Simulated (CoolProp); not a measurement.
Vapour-liquid equilibrium of R134a (1) + dimethyl ether (2) at 3.24 bar; x and y are mole fractions of (1).

Values from CoolProp's multi-fluid Helmholtz-energy mixture model, Tillner-Roth 1994 and Wu 2011; pair parameters Bell 2016.

```tsv
x	bubble temperature (°C)	y at the bubble point	dew temperature at overall composition x (°C)	liquid density (mol/L)
0.05	6.0	0.042	6.1	14.87
0.2	6.6	0.189	6.7	14.47
0.35	6.7	0.357	6.7	14.09
0.5	6.3	0.529	6.4	13.72
0.65	5.5	0.692	5.7	13.37
0.8	4.4	0.836	4.7	13.03
0.95	3.2	0.962	3.4	12.71
```

y crosses x between x = 0.2 and 0.35: the model has an azeotrope there.

Pair parameters are fitted to limited data, so mixtures are less certain than the pure fluids.
